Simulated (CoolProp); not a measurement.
Decamethyltetrasiloxane (MD2M) along the isobar 1.01 MPa: density (kg/m³) from the reference equation and from simpler models built on Tc = 326.2 °C, pc = 1.144 MPa, ω = 0.635; each cubic takes its own stable root.

The numbers come from the reference Helmholtz-energy equation of state, Thol 2017 in CoolProp.

| T (°C) | phase | reference | van der Waals | Redlich-Kwong | Soave-Redlich-Kwong | Peng-Robinson |
|---|---|---|---|---|---|---|
| 187.85 | liquid | 680.3 | 394.6 | 557.7 | 612.1 | 691.5 |
| 200.45 | liquid | 665.0 | 386.5 | 543.1 | 597.4 | 675.2 |
| 213.15 | liquid | 648.9 | 377.8 | 527.5 | 581.3 | 657.3 |
| 225.75 | liquid | 632.1 | 368.5 | 510.9 | 564.0 | 637.9 |
| 238.45 | liquid | 614.2 | 358.5 | 493.0 | 544.9 | 616.3 |
| 251.05 | liquid | 595.2 | 347.4 | 473.7 | 523.9 | 592.5 |
| 263.65 | liquid | 574.7 | 335.1 | 452.4 | 500.4 | 565.6 |
| 276.35 | liquid | 551.9 | 320.7 | 428.1 | 473.2 | 534.3 |
| 288.95 | liquid | 526.0 | 303.2 | 399.7 | 441.3 | 497.4 |
| 301.55 | liquid | 494.1 | 278.8 | 363.3 | 401.0 | 450.6 |
| 314.25 | liquid | 445.2 | 115.3 | 130.4 | 338.9 | 378.7 |
| 326.85 | gas | 108.5 | 102.6 | 109.2 | 109.0 | 114.5 |

At some of these states van der Waals, Redlich-Kwong gives the other phase, because its saturation line lies elsewhere.
